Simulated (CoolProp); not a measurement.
Saturation properties of R236FA (Tc = 124.9 °C, pc = 3.191 MPa, ω = 0.377).

The numbers come from the reference Helmholtz-energy equation of state, Pan 2012 in CoolProp.

| T (°C) | p (MPa) | liquid density (kg/m³) | vapour density (kg/m³) | surface tension (mN/m) | liquid viscosity (µPa s) |
|---|---|---|---|---|---|
| 16.55 | 0.2031 | 1388 | 13.87 | 10.6 | 318 |
| 22.15 | 0.2470 | 1369 | 16.75 | 9.93 | 296 |
| 27.75 | 0.2978 | 1350 | 20.09 | 9.26 | 276 |
| 33.35 | 0.3563 | 1331 | 23.94 | 8.60 | 258 |
| 39.05 | 0.4245 | (withheld) | 28.47 | (withheld) | 240 |
| 44.65 | 0.5006 | 1289 | 33.58 | 7.29 | 224 |
| 50.25 | 0.5868 | 1268 | 39.44 | 6.66 | 209 |
| 55.95 | 0.6856 | 1245 | 46.29 | 6.03 | 195 |
| 61.55 | 0.7943 | 1221 | 54.02 | 5.43 | 182 |
| 67.15 | 0.9157 | 1197 | 62.88 | 4.84 | 169 |
| 72.75 | 1.051 | 1171 | 73.09 | 4.26 | 157 |
| 78.45 | 1.203 | 1144 | 85.11 | 3.69 | 145 |
| 84.05 | 1.368 | 1114 | 98.86 | 3.14 | 134 |
| 89.65 | (withheld) | 1083 | 115.0 | 2.61 | 124 |
| 95.35 | 1.754 | 1048 | 134.6 | 2.10 | 113 |

Task: What belongs in the gaps?

Result: 
- 39.05, liquid density (kg/m³): 1310
- 39.05, surface tension (mN/m): 7.93
- 89.65, p (MPa): 1.550

It boils at -1.5 °C under 1 atm.

Viscosity comes from a separate model (Huber 2003), an estimate that may be off by 10 % or more. Surface tension comes from a separate correlation (Mulero 2012).
